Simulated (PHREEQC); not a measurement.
1 kg of water holding 7.9 mmol/kgw Na2SO4 and 13 mmol/kgw MgSO4 is evaporated at 40 °C; the solids stay in contact with the brine. The system is closed to CO2. Only these solids could form: Bloedite, Brucite, Epsomite, Hexahydrite, Kieserite, Mirabilite, Thenardite.

Computed with PHREEQC (Pitzer model, pitzer.dat).

```
water left (kg)  ionic strength  water activity  Mg in solution (mol/kgw)  S in solution (mol/kgw)  Na in solution (mol/kgw)
---------------  --------------  --------------  ------------------------  -----------------------  ------------------------
1                        0.0757           0.999                    0.0130                   0.0209                    0.0158
0.8219                   0.0921           0.999                    0.0158                   0.0254                    0.0192
0.6755                    0.112           0.999                    0.0192                   0.0309                    0.0234
0.4563                    0.166           0.999                    0.0285                   0.0458                    0.0346
0.375                     0.202           0.998                    0.0347                   0.0557                    0.0421
0.3082                    0.246           0.998                    0.0422                   0.0678                    0.0513
0.2533                    0.299           0.998                    0.0513                   0.0825                    0.0624
0.2082                    0.364               ?                    0.0624                    0.100                    0.0759
0.1711                    0.442           0.996                    0.0760                    0.122                    0.0923
0.1156                    0.655           0.995                     0.112                    0.181                     0.137
0.09502                   0.797           0.994                     0.137                    0.220                     0.166
0.07809                   0.969           0.993                     0.166                    0.268                     0.202
0.06418                    1.18           0.991                     0.203                    0.326                     0.246
0.05275                    1.43           0.990                     0.246                    0.396                     0.299
0.04335                    1.75               ?                     0.300                    0.482                     0.364
0.0293                     2.58           0.982                     0.444                    0.713                     0.539
0.02407                    3.14           0.978                     0.540                    0.868                     0.656
0.01979                    3.83           0.973                     0.657                     1.06                     0.799
0.01627                    4.65           0.967                     0.799                     1.28                     0.971
0.01337                    5.66           0.959                     0.972                     1.56                      1.18
0.01099                    6.89           0.948                      1.18                     1.90                      1.44
0.007426                   10.2           0.912                      1.75                     2.81                      2.13
0.006093                   12.4               ?                      2.13                     3.43                      2.59
0.005012                   15.1           0.839                      2.59                     4.17                      3.15
```

Problem. What belongs in the gaps?

Solution. 
- 0.2082, water activity: 0.997
- 0.04335, water activity: 0.987
- 0.006093, water activity: 0.882

Species that the database lacks are ignored. At this temperature some constants are extrapolated from 25 °C, and those without enthalpy data are left unchanged.
